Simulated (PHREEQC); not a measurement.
Consider water at 25 °C with 0.018 mol NaHSO4 and 0.0033 mol NaH2PO4 per kg of water. Closed to the air; pH follows from the charge balance.

All values are PHREEQC results (ion-association model, phreeqc.dat), not measurements.

```csv
quantity,before,after
pH,2.05,2.84
ionic strength (mol/kgw),0.0427,0.00529
H3PO4 (mol/kgw),0.00172,5.47e-5
H2PO4- (mol/kgw),0.00158,0.000275
HPO4-2 (mol/kgw),1.89e-8,1.47e-8
NaHPO4- (mol/kgw),3.68e-10,4.48e-11
```

Question: Which change was made?
(A) temperature from 25 to 40 °C
(B) NaH2PO4 replaced by Na2HPO4 at the same molality
(C) NaHSO4 left out
(D) diluted 10-fold with water

Answer: D, diluted 10-fold with water

No solid was allowed to form.
